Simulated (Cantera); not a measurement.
A closed system holds: 1 mol SiCl4, 1.2 mol Cl2, 1.9 mol H2, equilibrated at 1.00 bar.

These are equilibrium values from Cantera (NASA tables, ideal gas, pure condensed phases), not measurements of a reactor. Candidate condensed phases: Si; 19 gas species. Kinetics and transport are ignored. All values below are at 875 K.

Base state: HCl 0.586, SiCl4 0.244, H2 0.171, SiHCl3 0.000155 (mole fractions); condensed: gas only.

Q: What changes in the equilibrium state with this change: SiCl4 replaced by Si?

A: 
```json
[
 {"species": "H2", "before": "0.171", "after": "0.730"},
 {"species": "SiCl4", "before": "0.244", "after": "0.181"},
 {"species": "SiHCl3", "before": "0.000155", "after": "0.0814"},
 {"species": "HCl", "before": "0.586", "after": "0.00356"},
 {"species": "SiH2Cl2", "before": "9.06e-9", "after": "0.00334"},
 {"species": "SiH3Cl", "before": "<1e-9", "after": "3.30e-5"},
 {"species": "Si(s), mol", "before": "0", "after": "0.348"}
]
```
The tables' values for SiCl3 are old estimates; treat these amounts as uncertain.
